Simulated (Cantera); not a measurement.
Input (Python, Cantera) and output of one run.

```python
import numpy as np
import cantera as ct

gas_names = [...]  # 110 gases of nasa_gas.yaml made of C, H, O
cond_names = """
    C(gr) C6H6(L) C7H8(L) C8H18(L),n-octa H2O(s) H2O(L)
""".split()


# ... load() reads the species with a 1 bar reference pressure and builds the phases ...
atoms = {
    'CH4': {'C': 1, 'H': 4},
    'H2': {'H': 2},
    'CO2': {'C': 1, 'O': 2},
}
top_T = {'C(gr)': 4500}  # K; cautious upper limits of use, not melting points


# ... equilibrate(T, P, feed) seeds the gas with the atoms and calls Mixture.equilibrate('TP', solver="vcs", rtol=1e-11, max_steps=5000) ...
results = []
P = 1333.22  # Pa
for T in [1673, 1773, 1873, 1973, 2073, 2173, 2273, 2373, 2473, 2573]:
    for m in [0.19, 0.24, 0.31, 0.39, 0.5, 0.63, 0.8, 1]:
        feed = {'CH4': 1, 'H2': 19, 'CO2': m}  # mol
        mix = equilibrate(T, P, feed)
        results.append((T, P, feed, dict(zip(mix.species_names, mix.species_moles))))

for T, P, feed, n in results:
    print(f"{T:7g} {feed['CO2']:10.4g}  " + (" + ".join(c for c in cond_names if n.get(c, 0) > 1e-12) or "gas only"))
```

It prints:

```
   1673       0.19  C(gr)
   1673       0.24  C(gr)
   1673       0.31  C(gr)
   1673       0.39  C(gr)
   1673        0.5  C(gr)
   1673       0.63  C(gr)
   1673        0.8  C(gr)
   1673          1  gas only
   1773       0.19  C(gr)
   1773       0.24  C(gr)
   1773       0.31  C(gr)
   1773       0.39  C(gr)
   1773        0.5  C(gr)
   1773       0.63  C(gr)
   1773        0.8  C(gr)
   1773          1  gas only
   1873       0.19  C(gr)
   1873       0.24  C(gr)
   1873       0.31  C(gr)
   1873       0.39  C(gr)
   1873        0.5  C(gr)
   1873       0.63  C(gr)
   1873        0.8  C(gr)
   1873          1  gas only
   1973       0.19  C(gr)
   1973       0.24  C(gr)
   1973       0.31  C(gr)
   1973       0.39  C(gr)
   1973        0.5  C(gr)
   1973       0.63  C(gr)
   1973        0.8  C(gr)
   1973          1  gas only
   2073       0.19  C(gr)
   2073       0.24  C(gr)
   2073       0.31  C(gr)
   2073       0.39  C(gr)
   2073        0.5  C(gr)
   2073       0.63  C(gr)
   2073        0.8  C(gr)
   2073          1  gas only
   2173       0.19  C(gr)
   2173       0.24  C(gr)
   2173       0.31  C(gr)
   2173       0.39  C(gr)
   2173        0.5  C(gr)
   2173       0.63  C(gr)
   2173        0.8  C(gr)
   2173          1  gas only
   2273       0.19  C(gr)
   2273       0.24  C(gr)
   2273       0.31  C(gr)
   2273       0.39  C(gr)
   2273        0.5  C(gr)
   2273       0.63  C(gr)
   2273        0.8  C(gr)
   2273          1  gas only
   2373       0.19  C(gr)
   2373       0.24  C(gr)
   2373       0.31  C(gr)
   2373       0.39  C(gr)
   2373        0.5  C(gr)
   2373       0.63  C(gr)
   2373        0.8  gas only
   2373          1  gas only
   2473       0.19  C(gr)
   2473       0.24  C(gr)
   2473       0.31  C(gr)
   2473       0.39  C(gr)
   2473        0.5  C(gr)
   2473       0.63  gas only
   2473        0.8  gas only
   2473          1  gas only
   2573       0.19  C(gr)
   2573       0.24  C(gr)
   2573       0.31  C(gr)
   2573       0.39  C(gr)
   2573        0.5  gas only
   2573       0.63  gas only
   2573        0.8  gas only
   2573          1  gas only
```

Cantera equilibrium calculation (NASA polynomials, part measured and part estimated; ideal gas, pure solids and liquids).
